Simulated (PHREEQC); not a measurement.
**City or well water**

Model water analysis in mmol/kgw, 87 °C, pH 7.85, pe 2.4:

| constituent | mmol/kgw |
|---|---|
| Na | 0.128 |
| K | 0.11 |
| Ca | 0.231 |
| Mg | 0.199 |
| Cl | 0.402 |
| S(6) | 0.308 |
| Alkalinity (meq/kgw) | 0.0432 |
| Zn | 0.00112 |
| Si | 0.000254 |

Cl is adjusted to close the charge balance.
Valence states are taken as typed.

Computed with PHREEQC (ion-association model, phreeqc.dat).

| Property | Value |
|---|---|
| ionic strength | 0.00168 mol/kgw |
| specific conductance | 365 µS/cm |

| species | molality | activity | log γ |
|---|---|---|---|
| Cl- | 0.000441 | 0.000419 | -0.023 |
| SO4-2 | 0.000270 | 0.000220 | -0.089 |
| Ca+2 | 0.000220 | 0.000180 | -0.089 |
| Mg+2 | 0.000169 | 0.000138 | -0.088 |
| Na+ | 0.000128 | 0.000121 | -0.022 |
| K+ | 0.000110 | 0.000104 | -0.023 |
| MgSO4 | 2.66e-5 | 2.66e-5 | 0.000 |
| OH- | 2.60e-5 | 2.46e-5 | -0.023 |
| HCO3- | 1.20e-5 | 1.14e-5 | -0.022 |
| CaSO4 | 1.03e-5 | 1.03e-5 | 0.000 |
| MgOH+ | 3.83e-6 | 3.64e-6 | -0.022 |
| ZnOH+ | 8.31e-7 | 7.89e-7 | -0.023 |
| KSO4- | 4.15e-7 | 3.94e-7 | -0.022 |
| CO2 | 3.75e-7 | 3.75e-7 | 0.000 |
| Zn+2 | 2.54e-7 | 2.07e-7 | -0.089 |
| H4SiO4 | 2.42e-7 | 2.42e-7 | 0.000 |

No solid was allowed to form. Complexes and solids missing from the database can't appear. Away from 25 °C the constants follow the database's enthalpies or fits; those with neither stay at their 25 °C values.
